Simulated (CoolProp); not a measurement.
Saturation properties of octamethylcyclotetrasiloxane (D4) (Tc = 586.5 K, pc = 1.347 MPa, ω = 0.598).

Model: reference Helmholtz-energy equation of state, Thol 2015, in CoolProp.

```
T (K)  p (MPa)  liquid cp (kJ/(kg K))  surface tension (mN/m)
-----  -------  ---------------------  ----------------------
432.4  0.06531                  1.955                    8.46
449.4   0.1026                  1.998                    7.35
466.4   0.1548                  2.042                    6.26
483.3   0.2249                  2.090                    5.21
500.3   0.3177                  2.143                    4.20
517.3   0.4375                  2.205                    3.22
534.3   0.5894                  2.284                    2.29
551.3   0.7802                  2.408                    1.42
568.3    1.019                  2.699                   0.642
```

It boils at 448.9 K under 1 atm.

Surface tension comes from a separate correlation (Mulero 2014), older than this fluid's equation and unchecked against measurements.
